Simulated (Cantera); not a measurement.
A perfectly stirred reactor is fed with C2H4 : H2 = 1 : 9.8 (molar parts), at 1.01 bar; it is held at 1450 K, and followed from long to short residence time.

Computed with Cantera and GRI-Mech 3.0 (53 species, 325 reactions). GRI-Mech 3.0 was tuned for natural gas; its chemistry of ethylene as a main component is partial and can be far from experiment. GRI-Mech 3.0 stops at C3 and has no aromatics, soot or wall deposition, so with more carbon than oxygen in the feed, carbon stays in small species such as C2H2 where larger ones or solid carbon would form.

What does this change do: C2H4 1 to 8.9 parts?


```tsv
quantity	before	after
x(C2H4) at τ = 23.0 s	0.00772	0.0557
x(H2) at τ = 23.0 s	0.832	0.473
x(C2H2) at τ = 23.0 s	0.0193	0.244
x(H) at τ = 23.0 s	9.02e-6	6.74e-6
x(CH4) at τ = 23.0 s	0.140	0.227
x(C2H4) at τ = 0.340 s	0.0201	0.0799
x(H2) at τ = 0.340 s	0.881	0.564
x(C2H2) at τ = 0.340 s	0.0428	0.249
x(H) at τ = 0.340 s	1.94e-5	1.43e-5
x(CH4) at τ = 0.340 s	0.0562	0.107
```
